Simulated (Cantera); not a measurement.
Source: NASA polynomial tables (part measured, part estimated), evaluated in Cantera. Values are per mole of reaction as written; species without (g) are pure solids or liquids, kept so even where they would boil at 1 bar.

Question: Between 1423 and 2623 K, where is each reaction favourable under standard conditions?
- Ta₂O₅ + H(g) = OH(g) + 2 TaO₂(g)

Answer: 
- Ta₂O₅ + H(g) = OH(g) + 2 TaO₂(g): ΔG° is 827 kJ at 1423 K and 405 kJ at 2623 K; it stays positive (K < 1). ΔH° is 1177 kJ and ΔS° 294 J/K at 2623 K.
